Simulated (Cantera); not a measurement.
An isothermal, constant-pressure homogeneous reactor starts with 4.66 % CH4, 95.0 % H2, 0.314 % H, at 2175 K and 53.3 Torr.

Detailed kinetics in Cantera: GRI-Mech 3.0 (53 species, 325 reactions). GRI-Mech 3.0 stops at C3 and has no aromatics, soot or wall deposition, so with more carbon than oxygen in the feed, carbon stays in small species such as C2H2 where larger ones or solid carbon would form.

x: mole fraction; the columns are a selection and need not sum to one.

| t (s) | x CH4 | x H2 | x H | x C2H6 | x CH2 |
|---|---|---|---|---|---|
| 3.00e-5 | 0.0446 | 0.951 | 0.00211 | 2.04e-6 | ___ |
| 9.54e-5 | 0.0434 | 0.951 | 0.00312 | 3.78e-6 | ___ |
| 0.000304 | 0.0392 | 0.949 | 0.00591 | 7.92e-6 | ___ |
| 0.000965 | 0.0255 | 0.953 | 0.00950 | 6.05e-6 | ___ |
| 0.00307 | 0.00899 | 0.960 | 0.0117 | 9.40e-7 | ___ |
| 0.00977 | 0.00189 | 0.962 | 0.0145 | 5.16e-8 | ___ |
| 0.0311 | 0.000368 | 0.961 | 0.0169 | 2.28e-9 | ___ |
| 0.0988 | 9.73e-5 | 0.960 | 0.0180 | 1.80e-10 | ___ |
| 0.314 | 5.87e-5 | 0.960 | 0.0181 | 7.32e-11 | 5.67e-7 |
| 1.00 | 5.78e-5 | 0.960 | 0.0181 | 7.14e-11 | 5.59e-7 |

Q: Fill in the missing entries.

A: 
- 3.00e-5, x CH2: 4.83e-6
- 9.54e-5, x CH2: 9.75e-6
- 0.000304, x CH2: 2.75e-5
- 0.000965, x CH2: 4.48e-5
- 0.00307, x CH2: 2.90e-5
- 0.00977, x CH2: 1.09e-5
- 0.0311, x CH2: 3.05e-6
- 0.0988, x CH2: 9.27e-7
